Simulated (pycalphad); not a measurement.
All values are pycalphad results on the COST 507 light-alloy database (1999) (1 atm), not direct measurements. These are 1990s assessments: newer ones move some temperatures and phases. Amounts are mole fractions of atoms. Diffusion is slow at the low end, where real alloys seldom reach equilibrium.

**Question.** Give the equilibrium state of Ti-1.752Si (wt.%) at 527 °C.

**Answer.** hcp, fraction 0.896, with 0.22 Si wt.%; SITI3, fraction 0.104, with 16.4 Si wt.%.

**Question.** Give the equilibrium state of Ti-1.752Si (wt.%) at 977 °C.

**Answer.** 
```
T = 1250.00 K, P = 101325 Pa, N = 1 mol of atoms
G = -67771 J/mol, H = 27068 J/mol, S = 75.87 J/(mol K)  (SER reference)
chemical potentials (J/mol): Ti -62612, Si -237491
phase             fraction      x(Ti)      x(Si)
BCC_A2              0.9544     0.9810     0.0190
SITI3               0.0456     0.7500     0.2500
```

Database names, with the compositions (at.%) that they take in these runs: SITI3: Ti 75 Si 25. BCC_A2 is bcc.
